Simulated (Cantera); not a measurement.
A perfectly stirred reactor is fed with 6.18 % CH3OH, 19.7 % O2, 74.1 % N2, equivalence ratio 0.47, at 19.0 bar; it is adiabatic with a 450 K inlet, and is followed from long to short residence time, starting on the burning branch (τ in s: 0.24, 0.076, 0.024, 0.0075, 0.0023, 0.00073, 0.00023, 7.2e-05, 2.2e-05, 7e-06).

Detailed kinetics in Cantera: GRI-Mech 3.0 (53 species, 325 reactions). GRI-Mech 3.0 was tuned for natural gas; its chemistry of methanol as a main component is partial and can be far from experiment. The pressure lies above the range GRI-Mech 3.0 was tuned for (to about 10 atm).

Predict: blow-out, bracketed by the residence times tried; x(CH3OH) at τ = 0.240 s; x(O2) at τ = 0.240 s; x(NO) at τ = 0.240 s; x(HO2) at τ = 0.240 s; x(OH) at τ = 0.240 s; x(CH3OH) at τ = 0.730 ms; x(O2) at τ = 0.730 ms.


| Item | Value |
|---|---|
| blow-out, bracketed by the residence times tried | burning at 2.30 ms, out at 0.730 ms |
| x(CH3OH) at τ = 0.240 s | 1.33e-6 |
| x(O2) at τ = 0.240 s | 0.101 |
| x(NO) at τ = 0.240 s | 1.32e-6 |
| x(HO2) at τ = 0.240 s | 1.22e-6 |
| x(OH) at τ = 0.240 s | 8.70e-5 |
| x(CH3OH) at τ = 0.730 ms | 0.0618 |
| x(O2) at τ = 0.730 ms | 0.197 |
